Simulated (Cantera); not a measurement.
What does this Cantera script print?

```python
import numpy as np
import cantera as ct

gas = ct.Solution("gri30.yaml")
gas.TPX = 1625, 1000000, {'C3H8': 1, 'O2': 9.62, 'N2': 36.2}
reactor = ct.IdealGasReactor(gas, energy="on", clone=False)
net = ct.ReactorNet([reactor])
net.rtol, net.atol = 1e-08, 1e-16
show = ['C3H8', 'O2', 'C2H', 'HO2', 'HCO', 'NO2', 'C2H4']
times = np.geomspace(2e-06, 0.2, 12)

steps = ct.SolutionArray(gas, extra=["t"])
rows = []
print(f"{'t/s':>10s}{'T/K':>9s}{'P/Pa':>11s}" + "".join(f"{s:>11s}" for s in show))
for t in times:
    while net.time < t:
        t_next = net.step()
        steps.append(gas.state, t=t_next)
    rows.append([np.interp(t, steps.t, y) for y in (steps.T, steps.P, *steps(*show).X.T)])
    print(f"{t:10.3e}{rows[-1][0]:9.1f}{rows[-1][1]:11.4g}" + "".join(f"{x:11.3e}" for x in rows[-1][2:]))
rate = np.gradient(steps.T, steps.t)
print("integrator steps:", len(steps.t))
if steps.T.max() > steps.T[0] + 200:
    print(f"time of steepest temperature rise: {steps.t[rate.argmax()]:.4e} s")
gas.TPX = 1625, 1000000, {'C3H8': 1, 'O2': 9.62, 'N2': 36.2}
gas.equilibrate("UV")
print(f"equilibrium (UV): T = {gas.T:.1f} K  " + "  ".join(f"{s} {gas[s].X[0]:.3e}" for s in show))
```

Result:

```
       t/s      T/K       P/Pa       C3H8         O2        C2H        HO2        HCO        NO2       C2H4
 2.000e-06   1620.6  1.002e+06  1.722e-02  2.027e-01  2.751e-10  1.836e-04  1.288e-06  8.867e-13  3.855e-03
 5.696e-06   1942.7  1.247e+06  2.562e-04  1.609e-01  2.266e-06  8.677e-04  9.315e-05  9.173e-10  8.591e-03
 1.622e-05   2833.4    1.8e+06  3.940e-44  9.438e-02  8.133e-20  3.004e-05  1.031e-08  1.745e-06  5.664e-24
 4.620e-05   2829.6  1.797e+06  1.332e-45  9.304e-02  3.318e-21  2.948e-05  9.852e-09  6.784e-06  2.542e-25
 1.316e-04   2818.3  1.789e+06  1.113e-45  9.015e-02  2.757e-21  2.816e-05  9.236e-09  1.781e-05  2.229e-25
 3.748e-04   2802.3  1.778e+06  8.581e-46  8.612e-02  2.109e-21  2.635e-05  8.425e-09  3.284e-05  1.840e-25
 1.067e-03   2794.5  1.773e+06  7.536e-46  8.416e-02  1.846e-21  2.549e-05  8.052e-09  3.997e-05  1.673e-25
 3.040e-03   2794.0  1.772e+06  7.484e-46  8.405e-02  1.833e-21  2.545e-05  8.032e-09  4.035e-05  1.664e-25
 8.658e-03   2794.0  1.772e+06  7.484e-46  8.405e-02  1.833e-21  2.545e-05  8.032e-09  4.035e-05  1.664e-25
 2.466e-02   2794.0  1.772e+06  7.484e-46  8.405e-02  1.833e-21  2.545e-05  8.032e-09  4.035e-05  1.664e-25
 7.022e-02   2794.0  1.772e+06  7.484e-46  8.405e-02  1.833e-21  2.545e-05  8.032e-09  4.035e-05  1.664e-25
 2.000e-01   2794.0  1.772e+06  7.484e-46  8.405e-02  1.833e-21  2.545e-05  8.032e-09  4.035e-05  1.664e-25
integrator steps: 1698
time of steepest temperature rise: 5.9823e-06 s
equilibrium (UV): T = 2794.0 K  C3H8 1.443e-45  O2 8.405e-02  C2H 1.993e-21  HO2 2.545e-05  HCO 8.032e-09  NO2 4.035e-05  C2H4 2.041e-25
```

Detailed kinetics in Cantera: GRI-Mech 3.0 (53 species, 325 reactions). GRI-Mech 3.0 was tuned for natural gas; its chemistry of propane as a main component is partial and can be far from experiment.
